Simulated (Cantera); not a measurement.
# Ignition delay

Mixture: CH₄ : O₂ : N₂ = 1 : 5 : 18.8 (molar parts), equivalence ratio 0.40, at 1.00 atm, adiabatic and at constant pressure. Ignition delay is the time to a rise of 400 K.

Computed with Cantera and GRI-Mech 3.0 (53 species, 325 reactions).

```csv
T0 (K),delay (ms)
1275,10.1
1350,4.02
1425,1.77
1500,0.871
1575,0.470
1650,0.274
1725,0.169
```

```yaml
apparent activation energy between 1575 and 1725 K: 150 kJ/mol
```
